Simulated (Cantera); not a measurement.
An isothermal, constant-pressure homogeneous reactor starts with H₂ : O₂ = 3.5 : 1 (molar parts), equivalence ratio 1.8, at 1248 K and 1100 Pa.

Model: the H2/O2 subset of GRI-Mech 3.0, which has no nitrogen chemistry, integrated in Cantera. Radical loss at walls, strong at low pressure, is not modelled. The temperature is held fixed by assumption; the heat of reaction is taken as removed at once.

x: mole fraction; the columns are a selection and need not sum to one.

| t (s) | x H₂ | x O₂ | x O | x HO₂ | x H₂O₂ |
|---|---|---|---|---|---|
| 0.000500 | 0.778 | 0.222 | 2.11e-7 | 1.57e-7 | [?] |
| 0.00170 | 0.635 | 0.169 | 0.00678 | 1.76e-6 | [?] |
| 0.00576 | 0.210 | 0.0114 | 0.0114 | 3.01e-7 | [?] |
| 0.0196 | 0.260 | 0.00418 | 0.00455 | 1.23e-7 | [?] |
| 0.0665 | 0.348 | 0.000454 | 0.000592 | 1.49e-8 | [?] |
| 0.226 | 0.403 | 3.27e-5 | 4.71e-5 | 1.19e-9 | [?] |
| 0.766 | 0.421 | 2.51e-6 | 3.72e-6 | 1.12e-10 | [?] |
| 2.60 | 0.426 | 2.07e-7 | 3.08e-7 | 1.34e-11 | 2.50e-10 |
| 8.84 | 0.428 | 1.76e-8 | 2.63e-8 | 1.78e-12 | 4.63e-11 |
| 30.0 | 0.428 | 1.53e-9 | 2.26e-9 | <1e-12 | 6.05e-12 |

Problem. Complete the blanks.

Solution. 
- 0.000500, x H₂O₂: 2.93e-9
- 0.00170, x H₂O₂: 3.65e-8
- 0.00576, x H₂O₂: 6.01e-8
- 0.0196, x H₂O₂: 4.15e-8
- 0.0665, x H₂O₂: 1.48e-8
- 0.226, x H₂O₂: 3.99e-9
- 0.766, x H₂O₂: 1.05e-9
